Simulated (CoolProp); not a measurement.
Chlorine along the isotherm 402.2 K: density (kg/m³) from the reference equation and from simpler models built on Tc = 416.9 K, pc = 7642 kPa, ω = 0.070; each cubic takes its own stable root.

The numbers come from the reference Helmholtz-energy equation of state, Thol 2021 in CoolProp.

```tsv
p (kPa)	phase	reference
1590	gas	36.61
3180	gas	81.42
4780	gas	143.3
6370	liquid	936.3
7960	liquid	987.2
9550	liquid	1019
11100	liquid	1043
12700	liquid	1063
14300	liquid	1080
15900	liquid	1095
17500	liquid	1108
19100	liquid	1120
```

Question: How far does each simpler model (van der Waals, Peng-Robinson) lie from the reference over these 12 states: mean and median of the absolute difference, and the worst?

Answer: 
- van der Waals: mean 27.6 %, median 30.2 %, worst -74.8 % at 402.2 K and 6370 kPa
- Peng-Robinson: mean 3.1 %, median 2.5 %, worst -9.8 % at 402.2 K and 6370 kPa

At some of these states van der Waals gives the other phase, because its saturation line lies elsewhere.
